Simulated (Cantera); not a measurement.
Feed: 1 mol CF₄, 2 mol HCl, 0.069 mol H₂, equilibrated at 923.15 K and 24.0 Torr.

Method: chemical equilibrium by Gibbs-energy minimisation in Cantera with the NASA 1993 tables (ideal gas, pure condensed phases). Candidate condensed phases: C, C₆H₆, C₇H₈, C₈H₁₈; 118 gas species. Gases not in the tables: C₂F₆ and larger saturated fluorocarbons. The numbers say what is thermodynamically allowed, not how fast it happens.

Base state: HCl 0.463, CF₄ 0.254, HF 0.200, Cl₂ 0.0743, CClF₃ 0.00785, CCl₂F₂ 0.000345, Cl 0.000171, CCl₃F 1.59e-5 (mole fractions); condensed: C(graphite).

Q: What changes in the equilibrium state with this change: HCl from 2 to 0.07 mol?

A: 
```csv
species,before,after
CF₄,0.254,0.815
HF,0.200,0.129
HCl,0.463,0.0483
Cl₂,0.0743,0.00351
CCl₃F,1.59e-5,2.19e-7
CCl₂F₂,0.000345,2.92e-5
Cl,0.000171,3.71e-5
"C(graphite), mol",0.154,0.0366
```

Q: What changes in the equilibrium state with this change: pressure from 24.0 Torr to 0.0548 Torr?

A: 
| species | before | after |
|---|---|---|
| HF | 0.200 | 0.358 |
| HCl | 0.463 | 0.275 |
| CF₄ | 0.254 | 0.205 |
| Cl₂ | 0.0743 | 0.155 |
| CCl₃F | 1.59e-5 | 4.73e-7 |
| Cl | 0.000171 | 0.00516 |
| C(graphite), mol | 0.154 | 0.300 |
